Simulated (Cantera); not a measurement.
A jet of H₂ : O₂ : N₂ = 0.014 : 0.13 : 0.79 (molar parts) at 300 K and 0.217 atm hits a platinum plate 2.6 cm away at a mass flux of 0.021 kg/m²/s; the plate temperature is set and raised in steps from an oxygen-covered start.

Detailed kinetics in Cantera: Deutschmann's 1995 Pt surface mechanism with GRI-Mech 3.0 gas chemistry. Catalytic surfaces can have several steady states; this one follows from the mechanism file's or the stated starting coverage.

x: mole fraction at the wall; θ: surface coverage.

```
plate T (K)  wall x H₂  wall x O₂  wall x H₂O  wall x OH  θ free Pt   θ O*    θ OH*
-----------  ---------  ---------  ----------  ---------  ---------  -----  -------
600            0.00143      0.125      0.0257      <1e-8     0.0189  0.977      ___
650            0.00140      0.125      0.0256      <1e-8     0.0203  0.977      ___
700            0.00123      0.125      0.0258      <1e-8     0.0246  0.973      ___
750           0.000860      0.125      0.0263      <1e-8     0.0377  0.960  0.00206
800           0.000541      0.124      0.0268      <1e-8     0.0640  0.934  0.00201
850           0.000350      0.124      0.0270      <1e-8      0.103  0.895  0.00195
```

Question: Some entries are withheld; supply them.

Answer: 
- 600, θ OH*: 0.00444
- 650, θ OH*: 0.00302
- 700, θ OH*: 0.00230
